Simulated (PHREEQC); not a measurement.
A solution holds 0.0011 mol/kgw TMAH, 0.00016 mol/kgw H4SiO4 and 0.022 mol/kgw K2CO3, at 40 °C. Closed to the air; pH follows from the charge balance.

All values are PHREEQC results (ion-association model, phreeqc.dat), not measurements.

```csv
quantity,before,after
pH,10.92,10.83
ionic strength (mol/kgw),0.0650,0.0646
CO3-2 (mol/kgw),0.0199,0.0195
HCO3- (mol/kgw),0.00212,0.00253
CO2 (mol/kgw),4.07e-8,5.91e-8
```

Question: Name the change that produced these shifts.
(A) H4SiO4 left out
(B) H4SiO4 from 0.00016 to 0.00024 mol/kgw
(C) H4SiO4 replaced by H2SiF6 at the same molality
(D) diluted 2-fold with water
(E) K2CO3 from 0.022 to 0.0044 mol/kgw

Answer: C, H4SiO4 replaced by H2SiF6 at the same molality

No solid was allowed to form. (CH3)4N+ isn't in the database: it is added as a free cation with an ion size of 4 Å. Away from 25 °C the constants follow the database's enthalpies or fits; those with neither stay at their 25 °C values. SiF6-2 is the database's only silicon fluoride.
